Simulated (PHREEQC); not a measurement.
Dissolve 0.0016 mol NaCl, 0.0011 mol Li2SO4 and 0.036 mol MgSO4 per kg of water at 25 °C. Closed to the air; pH follows from the charge balance.

The numbers come from PHREEQC with the ion-association model, phreeqc.dat.

Question: The ionic strength comes out as 0.0844 mol/kgw. What activity coefficients do SO4-2, Mg+2, Li+, Na+, NaSO4- get?

Answer: SO4-2 0.39, Mg+2 0.42, Li+ 0.81, Na+ 0.79, NaSO4- 0.80.

No solid was allowed to form.
